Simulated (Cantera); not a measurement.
Input (Python, Cantera) and output of one run.

```python
import numpy as np
import cantera as ct

gas_names = """
    CL CL2 H HCL H2 Sr SrCL SrCL2
""".split()
cond_names = """
    Sr(a) Sr(b) Sr(L) SrCL2(a) SrCL2(b) SrCL2(L)
""".split()


# ... load() reads the species with a 1 bar reference pressure and builds the phases ...
atoms = {
    'SrCl2': {'Sr': 1, 'CL': 2},
    'HCl': {'H': 1, 'CL': 1},
    'H2': {'H': 2},
}
top_T = {}  # K; cautious upper limits of use, not melting points


# ... equilibrate(T, P, feed) seeds the gas with the atoms and calls Mixture.equilibrate('TP', solver="vcs", rtol=1e-11, max_steps=5000) ...
results = []
feed = {'SrCl2': 1, 'HCl': 0.03, 'H2': 9.8}  # mol
T = 850  # K
P = 11  # Pa
mix = equilibrate(T, P, feed)
results.append((T, P, feed, dict(zip(mix.species_names, mix.species_moles))))
x = sorted(zip(gas.X, gas.species_names), reverse=True)
print(f"T = {T:g} K  P = {P:g} Pa  gas = {mix.phase_moles(0):.4g} mol")
print("   x: " + "  ".join(f"{s} {v:.3e}" for v, s in x if v > 0.0001))
print("   condensed (mol): " + ("  ".join(f"{mix.phase(i).name} {mix.phase_moles(i):.4g}"
      for i in range(1, mix.n_phases) if mix.phase_moles(i) > 1e-12) or "none"))
```

It prints:

```
T = 850 K  P = 11 Pa  gas = 9.83 mol
   x: H2 9.969e-01  HCL 3.052e-03
   condensed (mol): SrCL2(a) 1
```

Equilibrium computed with Cantera from the NASA thermochemical tables; the gas is ideal and each condensed phase is pure.
